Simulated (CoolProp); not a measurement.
Tetradecamethylhexasiloxane (MD4M) along the isobar 0.232 MPa: density (kg/m³) from the reference equation and from simpler models built on Tc = 653.2 K, pc = 0.8286 MPa, ω = 0.800; each cubic takes its own stable root.

Values from CoolProp's reference Helmholtz-energy equation of state, Thol 2019.

```csv
T (K),phase,reference,van der Waals,Soave-Redlich-Kwong
319.9,liquid,865.9,(withheld),(withheld)
339.2,liquid,(withheld),455.9,723.6
358.5,liquid,828.5,448.1,713.9
377.8,liquid,809.6,(withheld),703.4
397.1,liquid,790.4,431.4,692.0
416.4,liquid,771.0,422.4,(withheld)
435.7,liquid,751.1,412.7,665.8
455,liquid,730.7,(withheld),650.7
474.3,liquid,709.6,391.2,634.0
493.6,liquid,(withheld),32.28,615.5
```

Q: Fill in the missing entries.

A: 
- 319.9, van der Waals: 463.4
- 319.9, Soave-Redlich-Kwong: 732.4
- 339.2, reference: 847.3
- 377.8, van der Waals: 440.0
- 416.4, Soave-Redlich-Kwong: 679.5
- 455, van der Waals: 402.4
- 493.6, reference: 687.6

At some of these states van der Waals gives the other phase, because its saturation line lies elsewhere.
